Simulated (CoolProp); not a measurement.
Sulfur dioxide along the isotherm 188.95 °C: fugacity coefficient from the reference equation and from simpler models built on Tc = 157.5 °C, pc = 7887 kPa, ω = 0.256; each cubic takes its own stable root.

The numbers come from the reference Helmholtz-energy equation of state, Gao 2016 in CoolProp.

```
p (kPa)          phase   reference  van der Waals  Redlich-Kwong  Soave-Redlich-Kwong  Peng-Robinson
-------  -------------  ----------  -------------  -------------  -------------------  -------------
111                gas      0.9962         0.9965         0.9961               0.9962         0.9957
252                gas      0.9914         0.9920         0.9911               0.9915         0.9903
573                gas      0.9804         0.9819         0.9799               0.9806         0.9781
1300               gas      0.9558         0.9590     (withheld)               0.9563     (withheld)
2970               gas      0.9000         0.9067         0.8978           (withheld)         0.8898
6760               gas      0.7771         0.7879         0.7727               0.7815         0.7595
15400    supercritical  (withheld)         0.5287         0.5181               0.5394     (withheld)
35000    supercritical  (withheld)     (withheld)         0.3441               0.3632         0.3315
```

Question: Complete the blanks.

Answer: 
- 1300, Redlich-Kwong: 0.9547
- 1300, Peng-Robinson: 0.9508
- 2970, Soave-Redlich-Kwong: 0.9015
- 15400, reference: 0.5203
- 15400, Peng-Robinson: 0.5117
- 35000, reference: 0.3300
- 35000, van der Waals: 0.3790
